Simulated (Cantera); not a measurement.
A diamond (100) surface in a fixed gas of H2 with x(CH4) = 0.0025, x(H) = 0.016, at 1198 K, 55.5 Torr; coverages are run to steady state.

Detailed kinetics in Cantera: the Harris–Goodwin 1993 mechanism for the reconstructed diamond (100) surface.

One state of this run: growth (µm/h) = 0.347; θ c6HH = 0.440; θ c6H* = 0.0385; θ c6*H = 0.491; θ c6** = 0.0305; θ c6HM = 6.80e-5. θ: site fractions in the mechanism's names (c6HH fully hydrogenated, c6H* and c6*H radical sites, c6** diradical, c6HM methylated).

Problem. Which value of x(CH3) does it belong to?
(A) 0.0017
(B) 0.0001
(C) 6.4e-06
(D) 1.6e-05

Solution. C, 6.4e-06
